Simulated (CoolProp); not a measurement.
Saturation properties of R11 (Tc = 198.0 °C, pc = 4.408 MPa, ω = 0.189).

Values from CoolProp's reference Helmholtz-energy equation of state, Jacobsen 1992.

```tsv
T (°C)	p (MPa)	liquid density (kg/m³)	vapour density (kg/m³)	surface tension (mN/m)	vapour viscosity (µPa s)
-16.95	0.01835	1572	1.197	23.3	8.76
-7.15	0.02929	1550	1.848	22.0	9.09
2.65	0.04498	1528	2.753	20.7	9.41
12.35	0.06652	1506	3.958	19.4	9.73
22.15	0.09585	1483	5.558	18.2	10.0
31.95	0.1345	1460	7.619	16.9	10.4
41.75	0.1842	1436	10.23	15.7	10.7
51.55	0.2470	1411	13.48	14.5	11.0
61.25	0.3241	1386	17.44	13.3	11.3
71.05	0.4193	1360	22.30	12.1	11.6
80.85	0.5340	1332	28.18	10.9	11.9
90.65	0.6707	1304	35.24	9.82	12.2
```

It boils at 23.7 °C under 1 atm.

Viscosity comes from a separate model (Klein 1997), an estimate that may be off by 10 % or more. Surface tension comes from a separate correlation (Mulero 2012).
